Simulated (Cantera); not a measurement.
A Cantera script and what it prints.

```python
import numpy as np
import cantera as ct

gas_names = """
    CL CL2 H HCL H2 N NH NH2 NH3 N2 N2H2 N2H4 Si SiCL SiCL2 SiCL3 SiCL4 SiH SiHCL3 SiH2 SiH2CL2 SiH3
    SiH3CL SiH4 SiN Si2 Si2N Si3
""".split()
cond_names = """
    NH4CL(a) NH4CL(b) Si(cr) Si(L) Si3N4(a)
""".split()


# ... load() reads the species with a 1 bar reference pressure and builds the phases ...
atoms = {
    'SiH2Cl2': {'Si': 1, 'H': 2, 'CL': 2},
    'NH3': {'N': 1, 'H': 3},
    'H2': {'H': 2},
}
top_T = {'Si3N4(a)': 2400}  # K; cautious upper limits of use, not melting points


# ... equilibrate(T, P, feed) seeds the gas with the atoms and calls Mixture.equilibrate('TP', solver="vcs", rtol=1e-11, max_steps=5000) ...
results = []
P = 1333.22  # Pa
for T in [1448, 1498, 1548, 1598, 1648, 1698, 1748, 1798, 1848, 1898, 1948, 1998, 2048, 2098]:
    for m in [1.6, 2.6, 4.1, 6.4, 10, 16, 25, 40]:
        feed = {'SiH2Cl2': 1, 'NH3': 3.1, 'H2': m}  # mol
        mix = equilibrate(T, P, feed)
        results.append((T, P, feed, dict(zip(mix.species_names, mix.species_moles))))

for T, P, feed, n in results:
    print(f"{T:7g} {feed['H2']:10.4g}  " + (" + ".join(c for c in cond_names if n.get(c, 0) > 1e-12) or "gas only"))
```

Result:

```
   1448        1.6  Si3N4(a)
   1448        2.6  Si3N4(a)
   1448        4.1  Si3N4(a)
   1448        6.4  Si3N4(a)
   1448         10  Si3N4(a)
   1448         16  Si3N4(a)
   1448         25  Si3N4(a)
   1448         40  Si3N4(a)
   1498        1.6  Si3N4(a)
   1498        2.6  Si3N4(a)
   1498        4.1  Si3N4(a)
   1498        6.4  Si3N4(a)
   1498         10  Si3N4(a)
   1498         16  Si3N4(a)
   1498         25  Si3N4(a)
   1498         40  Si3N4(a)
   1548        1.6  Si3N4(a)
   1548        2.6  Si3N4(a)
   1548        4.1  Si3N4(a)
   1548        6.4  Si3N4(a)
   1548         10  Si3N4(a)
   1548         16  Si3N4(a)
   1548         25  Si3N4(a)
   1548         40  Si3N4(a)
   1598        1.6  Si3N4(a)
   1598        2.6  Si3N4(a)
   1598        4.1  Si3N4(a)
   1598        6.4  Si3N4(a)
   1598         10  Si3N4(a)
   1598         16  Si3N4(a)
   1598         25  Si3N4(a)
   1598         40  Si(cr) + Si3N4(a)
   1648        1.6  Si3N4(a)
   1648        2.6  Si3N4(a)
   1648        4.1  Si3N4(a)
   1648        6.4  Si3N4(a)
   1648         10  Si3N4(a)
   1648         16  Si(cr) + Si3N4(a)
   1648         25  Si(cr)
   1648         40  Si(cr)
   1698        1.6  Si3N4(a)
   1698        2.6  Si3N4(a)
   1698        4.1  Si(L) + Si3N4(a)
   1698        6.4  Si(L)
   1698         10  Si(L)
   1698         16  Si(L)
   1698         25  Si(L)
   1698         40  Si(L)
   1748        1.6  Si(L)
   1748        2.6  Si(L)
   1748        4.1  Si(L)
   1748        6.4  Si(L)
   1748         10  Si(L)
   1748         16  Si(L)
   1748         25  Si(L)
   1748         40  Si(L)
   1798        1.6  Si(L)
   1798        2.6  Si(L)
   1798        4.1  Si(L)
   1798        6.4  Si(L)
   1798         10  Si(L)
   1798         16  Si(L)
   1798         25  Si(L)
   1798         40  Si(L)
   1848        1.6  Si(L)
   1848        2.6  Si(L)
   1848        4.1  Si(L)
   1848        6.4  Si(L)
   1848         10  Si(L)
   1848         16  Si(L)
   1848         25  Si(L)
   1848         40  Si(L)
   1898        1.6  Si(L)
   1898        2.6  Si(L)
   1898        4.1  Si(L)
   1898        6.4  Si(L)
   1898         10  Si(L)
   1898         16  Si(L)
   1898         25  Si(L)
   1898         40  Si(L)
   1948        1.6  Si(L)
   1948        2.6  Si(L)
   1948        4.1  Si(L)
   1948        6.4  Si(L)
   1948         10  Si(L)
   1948         16  Si(L)
   1948         25  Si(L)
   1948         40  Si(L)
   1998        1.6  Si(L)
   1998        2.6  Si(L)
   1998        4.1  Si(L)
   1998        6.4  Si(L)
   1998         10  Si(L)
   1998         16  Si(L)
   1998         25  Si(L)
   1998         40  Si(L)
   2048        1.6  Si(L)
   2048        2.6  Si(L)
   2048        4.1  Si(L)
   2048        6.4  Si(L)
   2048         10  Si(L)
   2048         16  Si(L)
   2048         25  Si(L)
   2048         40  Si(L)
   2098        1.6  Si(L)
   2098        2.6  Si(L)
   2098        4.1  Si(L)
   2098        6.4  Si(L)
   2098         10  Si(L)
   2098         16  Si(L)
   2098         25  Si(L)
   2098         40  Si(L)
```

These are equilibrium values from Cantera (NASA tables, ideal gas, pure condensed phases), not measurements of a reactor. Mutual solubility and eutectic melting of coexisting phases are not modelled. The tables' values for SiCl3 are old estimates.
